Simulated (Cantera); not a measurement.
## Reactions in the system C-K-O-S

Cantera with NASA thermochemical tables; ideal gases at 1 bar, condensed phases pure. Values are per mole of reaction as written; species without (g) are pure solids or liquids, kept so even where they would boil at 1 bar.

5 SO₃(g) + COS(g) + 8 K ⇌ CS₂(g) + 4 K₂SO₄

```json
[
 {"T (K)": "300", "ΔH° (kJ)": "-3516.8", "ΔS° (J/K)": "-1092.6", "ΔG° (kJ)": "-3189.0", "log10 K": "555.25", "condensed phases": "K(s), K₂SO₄(s)"},
 {"T (K)": "773", "ΔH° (kJ)": "-3488.2", "ΔS° (J/K)": "-1064.6", "ΔG° (kJ)": "-2665.2", "log10 K": "180.10", "condensed phases": "K(l), K₂SO₄(s)"},
 {"T (K)": "848", "ΔH° (kJ)": "-3472.9", "ΔS° (J/K)": "-1045.8", "ΔG° (kJ)": "-2586.1", "log10 K": "159.29", "condensed phases": "K(l), K₂SO₄(s)"},
 {"T (K)": "923", "ΔH° (kJ)": "-3428.1", "ΔS° (J/K)": "-993.8", "ΔG° (kJ)": "-2510.8", "log10 K": "142.09", "condensed phases": "K(l), K₂SO₄(s)"},
 {"T (K)": "998", "ΔH° (kJ)": "-3416.7", "ΔS° (J/K)": "-982.0", "ΔG° (kJ)": "-2436.7", "log10 K": "127.53", "condensed phases": "K(l), K₂SO₄(s)"},
 {"T (K)": "1073", "ΔH° (kJ)": "-3404.2", "ΔS° (J/K)": "-969.9", "ΔG° (kJ)": "-2363.4", "log10 K": "115.05", "condensed phases": "K(l), K₂SO₄(s)"},
 {"T (K)": "1148", "ΔH° (kJ)": "-3390.6", "ΔS° (J/K)": "-957.6", "ΔG° (kJ)": "-2291.2", "log10 K": "104.25", "condensed phases": "K(l), K₂SO₄(s)"},
 {"T (K)": "1223", "ΔH° (kJ)": "-3375.9", "ΔS° (J/K)": "-945.3", "ΔG° (kJ)": "-2219.8", "log10 K": "94.81", "condensed phases": "K(l), K₂SO₄(s)"}
]
```
